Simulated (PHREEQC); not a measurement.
Consider water at 25 °C with 3.7 mol NaBr, 2.7 mol SrCl2 and 0.89 mol NaCl per kg of water. Closed to the air; pH follows from the charge balance.

Computed with PHREEQC (Pitzer model, pitzer.dat).

Problem. The ionic strength comes out as 12.7 mol/kgw. What activity coefficients do Br-, Cl-, Sr+2, Na+ get?

Solution. Br- 1.4, Cl- 0.81, Sr+2 72, Na+ 7.4. Single-ion values are on the MacInnes scale.

This is a speciation only: nothing precipitates in the calculation. The solution is supersaturated, for example in Halite, so a real one may precipitate; this is no full list. Species that the database lacks are ignored.
